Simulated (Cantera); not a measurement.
## Gas-phase reforming

An isothermal, constant-pressure homogeneous reactor starts with CH4 : H2O : N2 = 1 : 0.99 : 0.0056 (molar parts), at 1823 K and 100.0 Torr.

Model: GRI-Mech 3.0 (53 species, 325 reactions), integrated in Cantera.

| t (s) | x CH4 | x H2O | x O2 | x HCO | x HO2 |
|---|---|---|---|---|---|
| 3.00e-5 | 0.500 | 0.496 | <1e-12 | 2.48e-11 | <1e-12 |
| 0.000120 | 0.496 | 0.495 | 1.16e-11 | 4.19e-9 | <1e-12 |
| 0.000482 | 0.452 | 0.485 | 1.22e-9 | 2.12e-7 | 1.50e-12 |
| 0.00193 | 0.247 | 0.415 | 7.11e-9 | 2.16e-7 | 2.71e-12 |
| 0.00775 | 0.0903 | 0.350 | 4.18e-9 | 9.40e-8 | 2.64e-12 |
| 0.0311 | 0.0272 | 0.294 | 3.44e-9 | 4.37e-8 | 3.08e-12 |
| 0.124 | 0.0163 | 0.205 | 1.76e-9 | 2.56e-8 | 1.46e-12 |
| 0.499 | 0.00925 | 0.103 | 4.79e-10 | 1.76e-8 | <1e-12 |
| 2.00 | 0.00370 | 0.0371 | 7.16e-11 | 1.71e-8 | <1e-12 |
x: mole fraction; the columns are a selection and need not sum to one.

Equilibrium at this temperature and pressure: CH4 0.000125, H2O 2.64e-6, O2 <1e-12, HCO 1.90e-8, HO2 <1e-12 (gas phase only).
